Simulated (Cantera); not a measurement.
Mixture: H2 : O2 : N2 = 1 : 0.5 : 1.65 (molar parts), at 0.670 bar, adiabatic and at constant volume. Ignition delay is the time to a rise of 400 K.

Computed with Cantera and GRI-Mech 3.0 (53 species, 325 reactions). Where the delays flatten at high temperature, the 400 K rule measures the pace of heat release, not the induction time.

| quantity | before | after |
|---|---|---|
| delay at 1200 K | 61.3 µs | 65.1 µs |
| delay at 1250 K | 48.3 µs | 52.2 µs |
| delay at 1300 K | 39.4 µs | 43.4 µs |
| delay at 1350 K | 33.0 µs | 37.2 µs |
| delay at 1400 K | 28.5 µs | 33.0 µs |
| delay at 1450 K | 25.2 µs | 30.0 µs |
| delay at 1500 K | 22.8 µs | 28.0 µs |

**Question.** Which change was made?
(A) constant pressure in place of constant volume
(B) pressure from 0.670 bar to 0.400 bar
(C) O2 0.5 to 0.27 parts
(D) pressure from 0.670 bar to 5.00 bar

**Answer.** A, constant pressure in place of constant volume
